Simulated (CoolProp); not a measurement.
The numbers come from the reference Helmholtz-energy equation of state, Lemmon 2006 in CoolProp. It is a short technical equation, of lower accuracy than the large ones.

For n-decane, give the phase and the speed of sound (m/s), conductivity (mW/(m K)), fugacity coefficient at 620 K and 0.918 MPa.


- 620 K and 0.918 MPa: gas; speed of sound 159, conductivity 40.4, fugacity coefficient 0.850

Thermal conductivity comes from a separate model (Huber 2005).
